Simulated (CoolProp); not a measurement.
Saturation properties of R245ca.

The numbers come from the reference Helmholtz-energy equation of state, Zhou 2016 in CoolProp.

```
T (°C)  p (kPa)  liquid density (kg/m³)  vapour density (kg/m³)  enthalpy of vaporisation (kJ/kg)  surface tension (mN/m)
------  -------  ----------------------  ----------------------  --------------------------------  ----------------------
-65.25   0.4025                    1599                 0.03123                             256.1                    28.0
-62.95   0.5000                    1594                 0.03837                             254.7                    27.7
-60.75   0.6119                    1589                 0.04647                             253.3                    27.4
-58.55   0.7449                    1584                 0.05600                             251.9                    27.2
-56.25   0.9101                    1578                 0.06771                             250.5                    26.9
-54.05    1.097                    1573                 0.08079                             249.1                    26.6
-51.85    1.316                    1568                 0.09598                             247.8                    26.3
-49.55    1.584                    1563                  0.1144                             246.4                    26.0
-47.35    1.883                    1558                  0.1347                             245.1                    25.7
-45.15    2.229                    1553                  0.1579                             243.8                    25.5
-42.85    2.647                    1548                  0.1858                             242.4                    25.2
-40.65    3.109                    1543                  0.2161                             241.1                    24.9
-38.45    3.636                    1538                  0.2505                             239.9                    24.6
-36.15    4.267                    1533                  0.2913                             238.5                    24.3
-33.95    4.955                    1527                  0.3352                             237.3                    24.0
```

It boils at 25.3 °C under 1 atm.

Surface tension comes from a separate correlation (Mulero 2012).
